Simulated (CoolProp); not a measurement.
Hexamethyldisiloxane (MM) at 293.15 K and 5.47 MPa is throttled through a valve to 0.435 MPa with no heat exchange. Each further row changes one setting.

Model: reference Helmholtz-energy equation of state, Thol 2016, in CoolProp.

```json
[
 {"case": "as stated", "temperature change (K)": "+2.1"},
 {"case": "outlet pressure 0.131 MPa", "temperature change (K)": "+2.2"},
 {"case": "outlet pressure 0.566 MPa", "temperature change (K)": "+2.1"}
]
```
